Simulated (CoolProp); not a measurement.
The numbers come from the reference Helmholtz-energy equation of state, Akasaka 2024 in CoolProp.

### Question
Give the vapour pressure (kPa), liquid density (kg/m³), liquid cp (kJ/(kg K)) of saturated R1132(E) at 259.7, 275.7, 299.6 K.

### Answer
```
T (K)  p (kPa)  liquid density (kg/m³)  liquid cp (kJ/(kg K))
-----  -------  ----------------------  ---------------------
259.7      525                    1040                   1.70
275.7      883                     994                   1.76
299.6     1720                     911                   1.94
```
